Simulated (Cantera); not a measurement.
Feed: 1 mol S, 0.0072 mol SO2, 1.8 mol N2, held at 2473 K and 4.13 Torr.

These are equilibrium values from Cantera (NASA tables, ideal gas, pure condensed phases), not measurements of a reactor. Candidate condensed phases: S; 17 gas species. Rates play no part.

Base state: N2 0.711, S 0.174, S2 0.109, SO 0.00547, O 8.78e-5, SN 8.37e-5, SO2 4.39e-5, NO 2.34e-5 (mole fractions); condensed: gas only.

Task: What changes in the equilibrium state with this change: N2 from 1.8 to 6.7 mol?

Result: 
| species | before | after |
|---|---|---|
| N2 | 0.711 | 0.891 |
| S | 0.174 | 0.0827 |
| S2 | 0.109 | 0.0247 |
| S2O | 1.49e-5 | 2.34e-6 |
| SO2 | 4.39e-5 | 1.01e-5 |
| SO | 0.00547 | 0.00181 |
| SN | 8.37e-5 | 4.45e-5 |

Task: What changes in the equilibrium state with this change: 0.0035 mol O2 added?

Result: 
```csv
species,before,after
N2,0.711,0.710
S,0.174,0.173
S2,0.109,0.108
SO,0.00547,0.00807
SO2,4.39e-5,9.58e-5
O,8.78e-5,0.000130
```
